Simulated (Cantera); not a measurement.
# Premixed flame

A freely propagating, adiabatic, planar premixed flame of H₂ : O₂ : N₂ = 1 : 0.19 : 0.94 (molar parts), equivalence ratio 2.6, unburnt at 598 K and 0.543 atm; mixture-averaged transport, grid criteria slope 0.08 and curve 0.16, no radiation.

Model: the H2/O2 subset of GRI-Mech 3.0, which has no nitrogen chemistry, integrated in Cantera. Burning velocities carry a grid error of a few per cent, more on coarse grids.

```json
[
 {"z (mm)": "-3.20", "T (K)": "598", "u (m/s)": "6.51", "x H₂": "0.469", "x O₂": "0.0892", "x H₂O₂": "<1e-8", "x H": "<1e-8", "x H₂O": "<1e-8", "x HO₂": "<1e-8"},
 {"z (mm)": "-2.13", "T (K)": "598", "u (m/s)": "6.51", "x H₂": "0.469", "x O₂": "0.0892", "x H₂O₂": "<1e-8", "x H": "<1e-8", "x H₂O": "<1e-8", "x HO₂": "<1e-8"},
 {"z (mm)": "-1.60", "T (K)": "598", "u (m/s)": "6.51", "x H₂": "0.469", "x O₂": "0.0892", "x H₂O₂": "<1e-8", "x H": "<1e-8", "x H₂O": "<1e-8", "x HO₂": "2.04e-8"},
 {"z (mm)": "-1.07", "T (K)": "598", "u (m/s)": "6.51", "x H₂": "0.469", "x O₂": "0.0892", "x H₂O₂": "<1e-8", "x H": "4.91e-7", "x H₂O": "3.64e-7", "x HO₂": "1.94e-6"},
 {"z (mm)": "-0.533", "T (K)": "627", "u (m/s)": "6.79", "x H₂": "0.465", "x O₂": "0.0888", "x H₂O₂": "2.38e-6", "x H": "0.000583", "x H₂O": "0.00169", "x HO₂": "0.000122"},
 {"z (mm)": "-0.267", "T (K)": "802", "u (m/s)": "8.54", "x H₂": "0.439", "x O₂": "0.0830", "x H₂O₂": "2.20e-6", "x H": "0.00883", "x H₂O": "0.0178", "x HO₂": "7.11e-5"},
 {"z (mm)": "0", "T (K)": "1125", "u (m/s)": "11.7", "x H₂": "0.356", "x O₂": "0.0524", "x H₂O₂": "4.36e-7", "x H": "0.0445", "x H₂O": "0.0837", "x HO₂": "3.04e-5"},
 {"z (mm)": "0.267", "T (K)": "1347", "u (m/s)": "13.9", "x H₂": "0.284", "x O₂": "0.0117", "x H₂O₂": "2.05e-7", "x H": "0.0745", "x H₂O": "0.163", "x HO₂": "6.57e-6"},
 {"z (mm)": "0.533", "T (K)": "1437", "u (m/s)": "14.8", "x H₂": "0.271", "x O₂": "0.00164", "x H₂O₂": "1.10e-7", "x H": "0.0758", "x H₂O": "0.184", "x HO₂": "8.70e-7"},
 {"z (mm)": "1.07", "T (K)": "1525", "u (m/s)": "15.6", "x H₂": "0.276", "x O₂": "0.000141", "x H₂O₂": "9.10e-8", "x H": "0.0661", "x H₂O": "0.188", "x HO₂": "7.27e-8"},
 {"z (mm)": "2.13", "T (K)": "1619", "u (m/s)": "16.5", "x H₂": "0.285", "x O₂": "6.71e-5", "x H₂O₂": "7.02e-8", "x H": "0.0529", "x H₂O": "0.189", "x HO₂": "3.53e-8"},
 {"z (mm)": "4.27", "T (K)": "1710", "u (m/s)": "17.3", "x H₂": "0.293", "x O₂": "4.27e-5", "x H₂O₂": "4.42e-8", "x H": "0.0395", "x H₂O": "0.191", "x HO₂": "2.31e-8"},
 {"z (mm)": "8.53", "T (K)": "1790", "u (m/s)": "18.0", "x H₂": "0.301", "x O₂": "2.29e-5", "x H₂O₂": "2.35e-8", "x H": "0.0275", "x H₂O": "0.192", "x HO₂": "1.35e-8"}
]
```
x: mole fraction of selected species; z is measured from the peak of heat release.

```json
{
 "laminar_burning_velocity": "651 cm/s",
 "thermal_thickness": "1.07 mm",
 "peak x(H₂O₂)": "3.19e-6",
 "peak x(H)": "0.0771",
 "peak x(HO₂)": "0.000122",
 "grid_points": "140"
}
```
